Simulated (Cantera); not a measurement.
Feed: 1 mol Ni, 2 mol H₂S, 6.6 mol N₂, held at 1623.15 K and 75.0 Torr.

Cantera equilibrium calculation (NASA polynomials, part measured and part estimated; ideal gas, pure solids and liquids). Candidate condensed phases: Ni, NiS, NiS₂, Ni₃S₂, Ni₃S₄, S; 17 gas species. Rates play no part.

Base state: N₂ 0.723, H₂ 0.188, S₂ 0.0568, H₂S 0.0297, SH 0.00263, S 0.000115, H 9.49e-5 (mole fractions); condensed: Ni₃S₂(l).

Problem. What changes in the equilibrium state with this change: temperature from 1623.15 K to 1173.15 K?

Solution. 
```csv
species,before,after
N₂,0.723,0.755
H₂S,0.0297,0.120
H₂,0.188,0.109
S₂,0.0568,0.0162
S,0.000115,1.29e-7
H,9.49e-5,1.23e-7
SH,0.00263,0.000129
"Ni₃S₂(l), mol",0.333,0.333
```
Gases not in the tables: S₃ to S₇.
